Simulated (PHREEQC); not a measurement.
Make-up at 25 °C: 0.018 mol CsOH, 4.4e-05 mol H4SiO4 and 3.2e-05 mol K2CO3 per kg of water. Closed to the air; pH follows from the charge balance.

Equilibrium calculation in PHREEQC: ion-association model, wateq4f.dat.

Each row changes one thing in this solution. Precipitation was switched off in this run.

```tsv
case	pH	HCO3- (mol/kgw)
as made	12.19	2.95e-7
CsOH from 0.018 to 0.036 mol/kgw	12.48	1.38e-7
temperature from 25 to 35 °C	11.88	5.01e-7
K2CO3 from 3.2e-05 to 6.4e-06 mol/kgw	12.20	5.90e-8
K2CO3 from 3.2e-05 to 0.00032 mol/kgw	12.19	2.93e-6
H4SiO4 replaced by (NH4)2SiF6 at the same molality	12.19	2.99e-7
diluted 5-fold with water	11.53	3.19e-7
H4SiO4 left out	12.20	2.94e-7
```

SiF6-2 is the database's only silicon fluoride.
